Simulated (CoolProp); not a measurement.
Properties of chloromethane (R40) along the isobar 261 bar (Tc = 145.5 °C, pc = 69.29 bar, ω = 0.150).

The numbers come from the reference Helmholtz-energy equation of state, Thol 2014 in CoolProp.

```json
[
 {"T (°C)": "70.55", "phase": "liquid", "Z": "0.5229", "cp (kJ/(kg K))": "1.569", "speed of sound (m/s)": "891.7", "expansivity (1/kK)": "1.997"},
 {"T (°C)": "86.25", "phase": "liquid", "Z": "0.5166", "cp (kJ/(kg K))": "1.596", "speed of sound (m/s)": "839.4", "expansivity (1/kK)": "2.134"},
 {"T (°C)": "101.85", "phase": "liquid", "Z": "0.5124", "cp (kJ/(kg K))": "1.627", "speed of sound (m/s)": "787.4", "expansivity (1/kK)": "2.293"},
 {"T (°C)": "117.45", "phase": "liquid", "Z": "0.5106", "cp (kJ/(kg K))": "1.664", "speed of sound (m/s)": "735.6", "expansivity (1/kK)": "2.479"},
 {"T (°C)": "133.05", "phase": "liquid", "Z": "0.5112", "cp (kJ/(kg K))": "1.707", "speed of sound (m/s)": "684.4", "expansivity (1/kK)": "2.699"},
 {"T (°C)": "148.75", "phase": "supercritical", "Z": "0.5145", "cp (kJ/(kg K))": "1.756", "speed of sound (m/s)": "633.9", "expansivity (1/kK)": "2.960"},
 {"T (°C)": "164.35", "phase": "supercritical", "Z": "0.5208", "cp (kJ/(kg K))": "1.810", "speed of sound (m/s)": "585.4", "expansivity (1/kK)": "3.265"},
 {"T (°C)": "179.95", "phase": "supercritical", "Z": "0.5306", "cp (kJ/(kg K))": "1.868", "speed of sound (m/s)": "539.5", "expansivity (1/kK)": "3.613"},
 {"T (°C)": "195.55", "phase": "supercritical", "Z": "0.5443", "cp (kJ/(kg K))": "1.927", "speed of sound (m/s)": "497.4", "expansivity (1/kK)": "3.989"},
 {"T (°C)": "211.25", "phase": "supercritical", "Z": "0.5623", "cp (kJ/(kg K))": "1.977", "speed of sound (m/s)": "460.1", "expansivity (1/kK)": "4.356"},
 {"T (°C)": "226.85", "phase": "supercritical", "Z": "0.5845", "cp (kJ/(kg K))": "2.008", "speed of sound (m/s)": "429.5", "expansivity (1/kK)": "4.649"}
]
```
